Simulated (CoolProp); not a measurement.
Properties of R142b at several states.

Computed with CoolProp (reference Helmholtz-energy equation of state, Lemmon 2006). It is a short technical equation, of lower accuracy than the large ones.

```tsv
T (K)	p (bar)	phase	cv (kJ/(kg K))	isothermal compressibility (1/MPa)	viscosity (µPa s)	conductivity (mW/(m K))
276.4	109	liquid	[?]	0.001851	330	[?]
188	0.132	liquid	[?]	[?]	[?]	[?]
424.2	12.2	gas	0.9647	0.9165	15.0	[?]
```

### Question
Complete the blanks.

### Answer

- 276.4, cv (kJ/(kg K)): 0.8464
- 276.4, conductivity (mW/(m K)): 94.8
- 188, cv (kJ/(kg K)): 0.7270
- 188, isothermal compressibility (1/MPa): 0.0008373
- 188, viscosity (µPa s): 1070
- 188, conductivity (mW/(m K)): 124
- 424.2, conductivity (mW/(m K)): 21.8

Viscosity comes from a separate model (Huber 2003), an estimate that may be off by 10 % or more. Thermal conductivity comes from a separate model (Huber 2003), an estimate that may be off by 10 % or more.
